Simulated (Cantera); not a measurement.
A freely propagating, adiabatic, planar premixed flame of H2 : O2 : N2 : H2O = 1 : 0.943 : 3.55 : 0.65 (molar parts), equivalence ratio 0.53, unburnt at 325 K and 1.01 bar; mixture-averaged transport, grid criteria slope 0.08 and curve 0.16, no radiation.

Model: the H2/O2 subset of GRI-Mech 3.0, which has no nitrogen chemistry, integrated in Cantera. Burning velocities carry a grid error of a few per cent, more on coarse grids. Lean hydrogen flames are cellular in practice and burn faster than this planar one.

x: mole fraction of selected species; z is measured from the peak of heat release.

```tsv
z (mm)	T (K)	u (m/s)	x H2	x O2	x H2O	x O	x HO2	x OH
-1.94	325	0.255	0.158	0.154	0.106	<1e-8	1.52e-8	<1e-8
-1.29	329	0.255	0.149	0.156	0.108	<1e-8	2.27e-7	<1e-8
-0.968	340	0.260	0.135	0.158	0.111	<1e-8	1.40e-6	<1e-8
-0.645	395	0.296	0.108	0.159	0.123	<1e-8	1.30e-5	<1e-8
-0.323	663	0.482	0.0636	0.147	0.166	?	0.000195	3.81e-6
-0.161	939	0.680	0.0392	0.128	0.206	?	0.000240	0.000150
0	1204	0.870	0.0186	0.106	0.246	?	0.000127	0.000883
0.161	1359	0.983	0.00727	0.0910	0.269	?	7.42e-5	0.00198
0.323	1434	1.04	0.00316	0.0854	0.278	?	4.83e-5	0.00234
0.645	1487	1.08	0.000995	0.0828	0.284	?	2.25e-5	0.00184
1.29	1509	1.09	0.000226	0.0824	0.286	?	6.39e-6	0.000975
2.58	1514	1.09	4.37e-5	0.0824	0.286	?	1.45e-6	0.000463
5.16	1515	1.09	1.03e-5	0.0825	0.287	?	4.26e-7	0.000244
```

**Question.** Some entries are withheld; supply them.

**Answer.** 
- -0.323, x O: 2.58e-6
- -0.161, x O: 9.85e-5
- 0, x O: 0.000689
- 0.161, x O: 0.00109
- 0.323, x O: 0.000915
- 0.645, x O: 0.000414
- 1.29, x O: 0.000102
- 2.58, x O: 2.19e-5
- 5.16, x O: 6.00e-6
